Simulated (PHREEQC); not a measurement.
0.12 g of hydrous ferric oxide (600 m²/g; 0.2 weak and 0.005 strong sites per Fe, Dzombak-Morel constants, diffuse double layer) in 1 kg of water with 0.001 mol/kgw of an inert sodium salt and 1e-06 mol/kgw NiCl2, at 25 °C; the pH is set by adding NaOH or the inert anion's acid. O2 is buffered at 0.21 atm. CO2 from the air is kept out. Precipitation was switched off in this run.

Base run: PHREEQC, ion-association model, wateq4f.dat. Each further column changes one thing. The table gives surface charge σ (C/m²).

```csv
pH,base,background salt from 0.001 to 0.0001 mol/kgw,oxide from 0.12 to 0.6 g/kgw,3.3e-05 mol/kgw Ag2SO4 added
4,0.118,0.069,0.124,0.088
4.67,0.068,0.030,0.070,0.048
5.33,0.037,0.014,0.038,0.025
6,0.019,0.007,0.019,0.014
6.67,0.009,0.003,0.009,0.008
7.33,0.004,0.001,0.004,0.004
8,0.000,0.000,0.000,0.001
8.67,-0.002,-0.001,-0.003,-0.003
9.33,-0.007,-0.002,-0.007,-0.007
10,-0.015,-0.007,-0.016,-0.016
10.67,-0.035,-0.023,-0.036,-0.034
11.33,-0.085,-0.076,-0.086,-0.078
12,-0.199,-0.195,-0.201,-0.173
```
